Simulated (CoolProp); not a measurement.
A Linde-Hampson liquefier for methane: isothermal reversible compression at 290 K from 1 atm to 30 MPa, throttling to 1 atm, return gas leaving the recuperator 5 K below the feed. Each further row changes one setting.

Model: reference Helmholtz-energy equation of state, Setzmann 1991, in CoolProp.

| case | liquid yield per pass | compression work (kJ/kg of gas) |
|---|---|---|
| as stated | … | 798 |
| high pressure 60 MPa | … | 912 |
| warm-end temperature 320 K | … | … |
| warm-end gap 10 K | … | 798 |

Task: Some entries are withheld; supply them.

Result: 
- as stated, liquid yield per pass: 0.246
- high pressure 60 MPa, liquid yield per pass: 0.252
- warm-end temperature 320 K, liquid yield per pass: 0.190
- warm-end temperature 320 K, compression work (kJ/kg of gas): 903
- warm-end gap 10 K, liquid yield per pass: 0.237
